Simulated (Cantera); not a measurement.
Cantera run:

```python
import numpy as np
import cantera as ct

gas_names = """
    CL CL2 H HCL H2 Si SiCL SiCL2 SiCL3 SiCL4 SiH SiHCL3 SiH2 SiH2CL2 SiH3 SiH3CL SiH4 Si2 Si3
""".split()
cond_names = """
    Si(cr) Si(L)
""".split()


# ... load() reads the species with a 1 bar reference pressure and builds the phases ...
atoms = {
    'SiCl4': {'Si': 1, 'CL': 4},
    'HCl': {'H': 1, 'CL': 1},
    'H2': {'H': 2},
}
top_T = {}  # K; cautious upper limits of use, not melting points


# ... equilibrate(T, P, feed) seeds the gas with the atoms and calls Mixture.equilibrate('TP', solver="vcs", rtol=1e-11, max_steps=5000) ...
results = []
feed = {'SiCl4': 1, 'HCl': 1.7, 'H2': 12}  # mol
P = 36000  # Pa
for T in [923, 973, 1023, 1073, 1123, 1173, 1223, 1273]:
    mix = equilibrate(T, P, feed)
    results.append((T, P, feed, dict(zip(mix.species_names, mix.species_moles))))

top = {s: max(r[3][s] / sum(r[3][g] for g in gas_names) for r in results) for s in gas_names}
cols = sorted((s for s in top if top[s] > 1e-05), key=lambda s: -top[s])[:8]
seen = [c for c in cond_names if any(r[3].get(c, 0) > 1e-12 for r in results)]
print("log10 of partial pressures in bar; condensed amounts in mol")
print(f"{'T/K':>10s}" + "".join(f"{s[:9]:>10s}" for s in cols + seen))
for T, P, feed, n in results:
    ng = sum(n[g] for g in gas_names)
    print(f"{T:10.4g}" + "".join(f"{np.log10(max(n[s] / ng * P / 1e5, 1e-99)):10.3f}" for s in cols)
          + "".join(f"{n.get(c, 0):10.4g}" for c in seen))
```

It prints:

```
log10 of partial pressures in bar; condensed amounts in mol
       T/K        H2       HCL     SiCL4    SiHCL3     SiCL3     SiCL2   SiH2CL2
       923    -0.533    -1.374    -1.622    -3.228    -5.188    -7.149    -5.844
       973    -0.533    -1.371    -1.628    -3.041    -4.689    -6.292    -5.434
      1023    -0.534    -1.366    -1.637    -2.877    -4.244    -5.527    -5.073
      1073    -0.535    -1.360    -1.648    -2.735    -3.848    -4.843    -4.755
      1123    -0.536    -1.351    -1.665    -2.615    -3.496    -4.234    -4.478
      1173    -0.538    -1.339    -1.688    -2.519    -3.188    -3.695    -4.243
      1223    -0.541    -1.322    -1.721    -2.450    -2.925    -3.227    -4.054
      1273    -0.545    -1.298    -1.771    -2.416    -2.711    -2.834    -3.919
```

Cantera equilibrium calculation (NASA polynomials, part measured and part estimated; ideal gas, pure solids and liquids). The tables' values for SiCl3 are old estimates; treat these amounts as uncertain.
